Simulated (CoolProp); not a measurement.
Ethanol along the isobar 7.92 MPa: density (kg/m³) from the reference equation and from simpler models built on Tc = 241.6 °C, pc = 6.268 MPa, ω = 0.644; each cubic takes its own stable root.

Model: reference Helmholtz-energy equation of state, Schroeder 2014, in CoolProp.

```json
[
 {"T (°C)": "-107.15", "phase": "liquid", "reference": "905.3"},
 {"T (°C)": "-95.45", "phase": "liquid", "reference": "893.9"},
 {"T (°C)": "-83.65", "phase": "liquid", "reference": "883.0"},
 {"T (°C)": "-71.85", "phase": "liquid", "reference": "872.5"},
 {"T (°C)": "-60.15", "phase": "liquid", "reference": "862.3"},
 {"T (°C)": "-48.35", "phase": "liquid", "reference": "852.3"},
 {"T (°C)": "-36.55", "phase": "liquid", "reference": "842.4"},
 {"T (°C)": "-24.85", "phase": "liquid", "reference": "832.7"},
 {"T (°C)": "-13.05", "phase": "liquid", "reference": "823.0"},
 {"T (°C)": "-1.35", "phase": "liquid", "reference": "813.5"}
]
```

**Question.** How far does each simpler model (van der Waals, Redlich-Kwong, Soave-Redlich-Kwong, Peng-Robinson) lie from the reference over these 10 states: mean and median of the absolute difference, and the worst?

**Answer.** 
- van der Waals: mean 45.8 %, median 45.7 %, worst -46.4 % at -107.15 °C and 7.92 MPa
- Redlich-Kwong: mean 19.9 %, median 19.8 %, worst -20.4 % at -107.15 °C and 7.92 MPa
- Soave-Redlich-Kwong: mean 16.5 %, median 16.3 %, worst -18.3 % at -107.15 °C and 7.92 MPa
- Peng-Robinson: mean 6.5 %, median 6.3 %, worst -8.8 % at -107.15 °C and 7.92 MPa
